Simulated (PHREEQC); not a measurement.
A solution holds 18 mmol/kgw CsOH and 0.032 mmol/kgw K2CO3, at 25 °C. Closed to the air; pH follows from the charge balance.

Computed with PHREEQC (ion-association model, wateq4f.dat).

```yaml
pH: 12.20
ionic_strength: 0.0181 mol/kgw
total_alkalinity: 18.1 meq/kg
```

| species | molality | activity | log γ |
|---|---|---|---|
| OH- | 0.0180 | 0.0157 | -0.059 |
| Cs+ | 0.0180 | 0.0158 | -0.058 |
| K+ | 6.40e-5 | 5.59e-5 | -0.059 |
| CO3-2 | 3.17e-5 | 1.90e-5 | -0.222 |
| HCO3- | 2.94e-7 | 2.59e-7 | -0.055 |

No solid was allowed to form. Species that the database lacks are ignored.
